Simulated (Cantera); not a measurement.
A freely propagating, adiabatic, planar premixed flame of 24.2 % H₂, 15.9 % O₂, 59.8 % N₂, equivalence ratio 0.76, unburnt at 623 K and 500000 Pa; multicomponent transport, grid criteria slope 0.08 and curve 0.16, no radiation.

Computed with Cantera and the H2/O2 subset of GRI-Mech 3.0, which has no nitrogen chemistry. The hydrogen kinetics of GRI-Mech 3.0 are dated; newer H2 mechanisms differ, most at raised pressure. Burning velocities carry a grid error of a few per cent, more on coarse grids.

Q: Predict: laminar burning velocity; thermal thickness; peak x(OH); peak x(H); peak x(H₂O₂); peak x(O).

A: 
```json
{
  "laminar_burning_velocity": "507 cm/s",
  "thermal_thickness": "0.0576 mm",
  "peak x(OH)": "0.0156",
  "peak x(H)": "0.0171",
  "peak x(H₂O₂)": "7.98e-5",
  "peak x(O)": "0.00877"
}
```
